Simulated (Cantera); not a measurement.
Cantera run:

```python
import numpy as np
import cantera as ct

gas_names = """
    H HO2 H2 H2O H2O2 O OH O2 O3 Zr ZrO ZrO2
""".split()
cond_names = """
    H2O(s) H2O(L) Zr(a) Zr(b) Zr(L) ZrO2(a) ZrO2(b) ZrO2(L)
""".split()


# ... load() reads the species with a 1 bar reference pressure and builds the phases ...
atoms = {
    'ZrO2': {'Zr': 1, 'O': 2},
    'H2': {'H': 2},
}
top_T = {}  # K; cautious upper limits of use, not melting points


# ... equilibrate(T, P, feed) seeds the gas with the atoms and calls Mixture.equilibrate('TP', solver="vcs", rtol=1e-11, max_steps=5000) ...
results = []
feed = {'ZrO2': 1, 'H2': 0.58}  # mol
T = 1573.15  # K
P = 470  # Pa
mix = equilibrate(T, P, feed)
results.append((T, P, feed, dict(zip(mix.species_names, mix.species_moles))))
print(gas.report(threshold=1e-06))
for i in range(1, mix.n_phases):
    print(f"{mix.phase(i).name:16s} {mix.phase_moles(i):12.5e} mol")
```

Output:

```
       temperature   1573.2 K
          pressure   470 Pa
           density   7.2419e-05 kg/m^3
  mean mol. weight   2.0154 kg/kmol
   phase of matter   gas

                          1 kg             1 kmol
                     ---------------   ---------------
          enthalpy        1.9268e+07        3.8833e+07  J
   internal energy        1.2778e+07        2.5754e+07  J
           entropy        1.1166e+05        2.2503e+05  J/K
    Gibbs function       -1.5638e+08       -3.1518e+08  J
 heat capacity c_p             16196             32641  J/K
 heat capacity c_v             12071             24327  J/K

                      mass frac. Y      mole frac. X     chem. pot. / RT
                     ---------------   ---------------   ---------------
                 H        0.00029702        0.00059387           -12.052
                H2            0.9997           0.99941           -24.103
     [  +10 minor]        1.1114e-07        9.9742e-09

Zr(b)             2.59425e-09 mol
ZrO2(b)           1.00000e+00 mol
```

Method: chemical equilibrium by Gibbs-energy minimisation in Cantera with the NASA 1993 tables (ideal gas, pure condensed phases).
